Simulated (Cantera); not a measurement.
Feed: 1 mol (CH3)2SiCl2, 0.0034 mol C3H8, 35 mol H2, held at 0.970 bar.

Method: chemical equilibrium by Gibbs-energy minimisation in Cantera with the NASA 1993 tables (ideal gas, pure condensed phases). Candidate condensed phases: C, C6H6, C7H8, C8H18, Si, SiC; 109 gas species. The feed counts by its element totals alone. Rates play no part.

Problem. At 1748 K, list the 6 most abundant gas species with their mole fractions, and the condensed phases.

Solution. H2 0.948, HCl 0.0509, CH4 0.000801, H 0.000226, SiCl2 0.000172, C2H2 (acetylene) 0.000107. Condensed: C(graphite) + SiC(s).
